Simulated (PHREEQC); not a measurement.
## Copper plating or etch bath (model solution)

Consider water at 3.8 °C with 0.014 mol Cu(NO3)2 and 0.016 mol Na2SO4 per kg of water. Closed to the air; pH follows from the charge balance.

All values are PHREEQC results (ion-association model, wateq4f.dat), not measurements.

Precipitation was switched off in this run.

Task: Predict the pH, ionic strength.

Result: pH 5.05; ionic strength 0.0735 mol/kgw.

Task: In which forms is Na present?

Result: Na+ 98 %, NaSO4- 2.1 % of the Na.

Away from 25 °C the constants follow the database's enthalpies or fits; those with neither stay at their 25 °C values.
